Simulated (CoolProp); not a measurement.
Values from CoolProp's reference Helmholtz-energy equation of state, Lemmon 2009.

Q: Give the vapour pressure (bar), vapour density (kg/m³), vapour viscosity (µPa s) of saturated propane at 179, 193.8, 198.7 K.

A: 
| T (K) | p (bar) | vapour density (kg/m³) | vapour viscosity (µPa s) |
|---|---|---|---|
| 179 | 0.0469 | 0.139 | 4.97 |
| 193.8 | 0.136 | 0.376 | 5.36 |
| 198.7 | 0.186 | 0.503 | 5.48 |

Viscosity comes from a separate model (Vogel 1998).
